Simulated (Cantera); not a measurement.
Feed: 1 mol SiH₄, 0.17 mol NH₃, at 823.15 K and 133 Pa.

Cantera equilibrium calculation (NASA polynomials, part measured and part estimated; ideal gas, pure solids and liquids). Candidate condensed phases: Si, Si₃N₄; 18 gas species. Equilibrium is a limit: real reactors are often held back by kinetics, nucleation or transport.

Q: What is the equilibrium state?

A: 
```
Quantity         Result
-----------  ----------
x(H₂)              1.00
n(Si(s))      0.873 mol
n(Si₃N₄(s))  0.0425 mol
gas amount    2.255 mol
```
